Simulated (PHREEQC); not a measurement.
Make-up at 20 °C: 0.22 mol Cu(NO3)2, 0.0035 mol HNO3 and 0.01 mol Na2SO4 per kg of water. Closed to the air; pH follows from the charge balance.

Equilibrium calculation in PHREEQC: ion-association model, phreeqc.dat.

pH: 2.60
ionic strength: 0.669 mol/kgw
activity of water: 0.988
specific conductance: 30500 µS/cm
density: 1.033 g/cm³
total alkalinity: -3.50 meq/kg

```json
[
 {"species": "NO3-", "molality": "0.444", "activity": "0.262", "log γ": "-0.229"},
 {"species": "Cu+2", "molality": "0.214", "activity": "0.0497", "log γ": "-0.634"},
 {"species": "Na+", "molality": "0.0199", "activity": "0.0143", "log γ": "-0.143"},
 {"species": "CuSO4", "molality": "0.00591", "activity": "0.00689", "log γ": "0.067"},
 {"species": "SO4-2", "molality": "0.00381", "activity": "0.000704", "log γ": "-0.734"},
 {"species": "H+", "molality": "0.00330", "activity": "0.00249", "log γ": "-0.121"},
 {"species": "HSO4-", "molality": "0.000205", "activity": "0.000153", "log γ": "-0.126"},
 {"species": "NaSO4-", "molality": "7.23e-5", "activity": "4.90e-5", "log γ": "-0.169"},
 {"species": "CuOH+", "molality": "3.12e-7", "activity": "1.97e-7", "log γ": "-0.200"}
]
```

No solid was allowed to form. Species that the database lacks are ignored.
